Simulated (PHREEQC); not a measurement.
Make-up at 38 °C: 0.00235 mol CaCl2, 0.00024 mol Na2SO4 and 0.0022 mol KCl per kg of water. Closed to the air; pH follows from the charge balance.

Equilibrium calculation in PHREEQC: Pitzer model, pitzer.dat.

This is a speciation only: nothing precipitates in the calculation.

Task: Estimate the specific conductance, osmotic coefficient.

Result: specific conductance 1230 µS/cm; osmotic coefficient 0.943.

Species that the database lacks are ignored. At this temperature some constants are extrapolated from 25 °C, and those without enthalpy data are left unchanged.
